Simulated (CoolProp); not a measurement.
Vapour-liquid equilibrium of m-xylene (1) + o-xylene (2) at 423.4 K; x and y are mole fractions of (1).

Model: multi-fluid Helmholtz-energy mixture model, Zhou 2012 and Zhou 2012; pair parameters Bell 2016, in CoolProp.

Q: Give the bubble pressure and the first vapour's composition at x = 0.15, 0.45, 0.95. Is there an azeotrope?

A: x = 0.15: 0.1205 MPa, y = 0.167; x = 0.45: 0.1259 MPa, y = 0.484; x = 0.95: 0.1347 MPa, y = 0.955. No azeotrope shows between x = 0.05 and 0.95.

The pair parameters rest on a limited set of measurements; away from them the model extrapolates.
